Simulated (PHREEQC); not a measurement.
Dissolve 0.0075 mol/kgw Fe(NO3)3, 0.073 mol/kgw H2SeO4 and 0.2 mol/kgw CsOH at 62 °C. Closed to the air; pH follows from the charge balance.

The numbers come from PHREEQC with the ion-association model, wateq4f.dat.

Problem. The ionic strength comes out as 0.273 mol/kgw. What activity coefficients do Fe(OH)4-, Cs+, OH-, SeO4-2, NO3- get?

Solution. Fe(OH)4- 0.71, Cs+ 0.72, OH- 0.66, SeO4-2 0.27, NO3- 0.65.

Precipitation was switched off in this run. The solution is supersaturated, for example in Hematite (slow to form), Goethite (slow to form), so a real one may precipitate; this is no full list. Complexes and solids missing from the database can't appear. Away from 25 °C the constants follow the database's enthalpies or fits; those with neither stay at their 25 °C values.
